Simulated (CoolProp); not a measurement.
The numbers come from the reference Helmholtz-energy equation of state, Lemmon 2005 in CoolProp.

Give the vapour pressure (MPa), vapour density (kg/m³), surface tension (mN/m), liquid viscosity (µPa s) of saturated R125 at -7.05, 16.55 °C.


```
T (°C)  p (MPa)  vapour density (kg/m³)  surface tension (mN/m)  liquid viscosity (µPa s)
------  -------  ----------------------  ----------------------  ------------------------
-7.05     0.533                    33.4                    7.86                       225
16.55      1.10                    70.3                    4.85                       160
```

Viscosity comes from a separate model (Huber 2006). Surface tension comes from a separate correlation (Mulero 2012).
